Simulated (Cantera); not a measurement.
C2H4 + H2 + N2 (carbon deposition, reforming and gasification)

Input: 1 mol C2H4, 34 mol H2, 0.28 mol N2, held at 1.00 bar.

Cantera equilibrium calculation (NASA polynomials, part measured and part estimated; ideal gas, pure solids and liquids). Candidate condensed phases: C, C6H6, C7H8, C8H18; 110 gas species. Ions and electrons are included (thermal ionisation). Rates play no part.

```
T (K)    x H    x H2       x C  x C2H2 (acetylene)
-----  -----  ------  --------  ------------------
3000   0.143   0.824   3.19e-5              0.0203
3250   0.269   0.701  0.000204              0.0172
3500   0.434   0.539  0.000961              0.0121
3750   0.608   0.367   0.00329             0.00615
4000   0.752   0.223   0.00816             0.00206
4250   0.848   0.125    0.0149            0.000461
4500   0.903  0.0682    0.0207             7.36e-5
4750   0.932  0.0378    0.0238             1.00e-5
5000   0.947  0.0217    0.0252             1.42e-6
```
x: gas mole fraction; nothing condenses.

From 3000 K to 5000 K nothing is condensed. The main C-bearing gas is C2H2 (acetylene) at 3000 K and C at 5000 K.
